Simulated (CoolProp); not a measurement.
A simple Rankine cycle with trans-2-butene: condensing at 331.15 K, boiler at 1.71 MPa, turbine inlet 419.5 K, turbine efficiency 0.7, pump efficiency 0.7, no recuperator. Each further row changes one setting.

Model: reference Helmholtz-energy equation of state, Lemmon 2005, in CoolProp. It is a short technical equation, of lower accuracy than the large ones.

```json
[
 {"case": "as stated", "thermal efficiency (%)": "7.3", "net work (kJ/kg)": "[?]", "heat in (kJ/kg)": "488", "turbine exit temperature (K)": "387.6", "volume ratio over the turbine": "3.02"},
 {"case": "turbine inlet 439.5 K", "thermal efficiency (%)": "7.2", "net work (kJ/kg)": "38.4", "heat in (kJ/kg)": "534", "turbine exit temperature (K)": "408.8", "volume ratio over the turbine": "2.96"},
 {"case": "condensing temperature 323.15 K", "thermal efficiency (%)": "8.4", "net work (kJ/kg)": "42.6", "heat in (kJ/kg)": "508", "turbine exit temperature (K)": "382.3", "volume ratio over the turbine": "3.70"},
 {"case": "boiler pressure 1.2 MPa", "thermal efficiency (%)": "5.0", "net work (kJ/kg)": "25.4", "heat in (kJ/kg)": "503", "turbine exit temperature (K)": "[?]", "volume ratio over the turbine": "[?]"},
 {"case": "turbine efficiency 0.6", "thermal efficiency (%)": "6.1", "net work (kJ/kg)": "30.0", "heat in (kJ/kg)": "488", "turbine exit temperature (K)": "[?]", "volume ratio over the turbine": "3.04"}
]
```

What belongs in the gaps?


- as stated, net work (kJ/kg): 35.4
- boiler pressure 1.2 MPa, turbine exit temperature (K): 399.7
- boiler pressure 1.2 MPa, volume ratio over the turbine: 2.05
- turbine efficiency 0.6, turbine exit temperature (K): 390.3
